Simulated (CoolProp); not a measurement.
Vapour-liquid equilibrium of propylene (1) + propane (2) at 0.54 MPa; x and y are mole fractions of (1).

Computed with CoolProp (multi-fluid Helmholtz-energy mixture model, Lemmon 2013 and Lemmon 2009; pair parameters Bell 2016).

| x | bubble temperature (K) | y at the bubble point | dew temperature at overall composition x (K) | liquid density (mol/L) |
|---|---|---|---|---|
| 0.05 | 276.9 | 0.063 | 277.0 | 11.91 |
| 0.15 | 275.9 | 0.182 | 276.2 | 12.03 |
| 0.25 | 275.0 | 0.293 | 275.3 | 12.14 |
| 0.35 | 274.2 | 0.398 | 274.5 | 12.26 |
| 0.45 | 273.4 | 0.497 | 273.8 | 12.38 |
| 0.55 | 272.7 | 0.592 | 273.0 | 12.50 |
| 0.65 | 272.1 | 0.685 | 272.4 | 12.62 |
| 0.75 | 271.6 | 0.775 | 271.8 | 12.75 |
| 0.85 | 271.1 | 0.865 | 271.2 | 12.87 |
| 0.95 | 270.7 | 0.955 | 270.8 | 13.00 |

No azeotrope shows between x = 0.05 and 0.95.

The pair parameters rest on a limited set of measurements; away from them the model extrapolates.
